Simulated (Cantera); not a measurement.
Standard-state values (1 bar) from the NASA 1993 polynomials, evaluated with Cantera. Values are per mole of reaction as written; species without (g) are pure solids or liquids, kept so even where they would boil at 1 bar.

### Question
Between 948 and 1448 K, where is each reaction favourable under standard conditions?
- CuF2(g) + 2 H2O2(g) → O2(g) + Cu(OH)2 + 2 HF(g)
- 2 CuF2 + 2 H2O(g) + O2(g) → 2 F2(g) + 2 Cu(OH)2

### Answer
- CuF2(g) + 2 H2O2(g) → O2(g) + Cu(OH)2 + 2 HF(g): ΔG° is -404 kJ at 948 K and -393 kJ at 1448 K; it stays negative (K > 1). ΔH° is -415 kJ and ΔS° -16 J/K at 1448 K.
- 2 CuF2 + 2 H2O(g) + O2(g) → 2 F2(g) + 2 Cu(OH)2: ΔG° is 761 kJ at 948 K and 840 kJ at 1448 K; it stays positive (K < 1). ΔH° is 563 kJ and ΔS° -192 J/K at 1448 K.
